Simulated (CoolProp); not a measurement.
Vapour-liquid equilibrium of R113 (1) + acetone (2) at 14.95 °C; x and y are mole fractions of (1).

Computed with CoolProp (multi-fluid Helmholtz-energy mixture model, Marx 1992 and Lemmon 2006; pair parameters Bell 2016).

```json
[
 {"x": "0.05", "bubble pressure, mixture model (MPa)": "…", "bubble pressure, Raoult's law (MPa)": "0.02008", "y, mixture model": "…", "y, Raoult's law": "0.074"},
 {"x": "0.15", "bubble pressure, mixture model (MPa)": "…", "bubble pressure, Raoult's law (MPa)": "0.02109", "y, mixture model": "…", "y, Raoult's law": "0.211"},
 {"x": "0.25", "bubble pressure, mixture model (MPa)": "0.02956", "bubble pressure, Raoult's law (MPa)": "0.02210", "y, mixture model": "0.467", "y, Raoult's law": "0.336"},
 {"x": "0.35", "bubble pressure, mixture model (MPa)": "0.03128", "bubble pressure, Raoult's law (MPa)": "0.02311", "y, mixture model": "0.535", "y, Raoult's law": "0.450"},
 {"x": "0.45", "bubble pressure, mixture model (MPa)": "…", "bubble pressure, Raoult's law (MPa)": "0.02413", "y, mixture model": "…", "y, Raoult's law": "0.554"},
 {"x": "0.55", "bubble pressure, mixture model (MPa)": "0.03301", "bubble pressure, Raoult's law (MPa)": "0.02514", "y, mixture model": "…", "y, Raoult's law": "0.650"},
 {"x": "0.65", "bubble pressure, mixture model (MPa)": "…", "bubble pressure, Raoult's law (MPa)": "0.02615", "y, mixture model": "0.672", "y, Raoult's law": "0.738"},
 {"x": "0.75", "bubble pressure, mixture model (MPa)": "0.03330", "bubble pressure, Raoult's law (MPa)": "0.02716", "y, mixture model": "0.724", "y, Raoult's law": "0.820"},
 {"x": "0.85", "bubble pressure, mixture model (MPa)": "0.03271", "bubble pressure, Raoult's law (MPa)": "0.02818", "y, mixture model": "0.795", "y, Raoult's law": "0.896"},
 {"x": "0.95", "bubble pressure, mixture model (MPa)": "0.03112", "bubble pressure, Raoult's law (MPa)": "0.02919", "y, mixture model": "0.910", "y, Raoult's law": "0.966"}
]
```

### Question
Complete the blanks.

### Answer

- 0.05, bubble pressure, mixture model (MPa): 0.02253
- 0.05, y, mixture model: 0.171
- 0.15, bubble pressure, mixture model (MPa): 0.02682
- 0.15, y, mixture model: 0.362
- 0.45, bubble pressure, mixture model (MPa): 0.03236
- 0.45, y, mixture model: 0.585
- 0.55, y, mixture model: 0.628
- 0.65, bubble pressure, mixture model (MPa): 0.03334

The largest gap from Raoult's law is +35.4 % in bubble pressure, at x = 0.35. y crosses x between x = 0.65 and 0.75: the model has an azeotrope there.

Pair parameters are fitted to limited data, so mixtures are less certain than the pure fluids.
